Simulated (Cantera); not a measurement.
Feed: 1 mol Ti, 0.0018 mol O2, 22 mol CO, equilibrated at 1302 °C and 3.20 bar.

Cantera equilibrium calculation (NASA polynomials, part measured and part estimated; ideal gas, pure solids and liquids). Candidate condensed phases: C, Ti, TiC, TiO, TiO2, Ti2O3, Ti3O5, Ti4O7; 15 gas species. The numbers say what is thermodynamically allowed, not how fast it happens.

Base state: CO 0.999, CO2 0.00113 (mole fractions); condensed: C(graphite) + Ti3O5(s).

Problem. What changes in the equilibrium state with this change: temperature from 1302 °C to 1375 °C?

Solution. 
| species | before | after |
|---|---|---|
| CO | 0.999 | 0.999 |
| CO2 | 0.00113 | 0.000649 |
| C(graphite), mol | 1.69 | 1.68 |
| Ti3O5(s), mol | 0.333 | 0.333 |
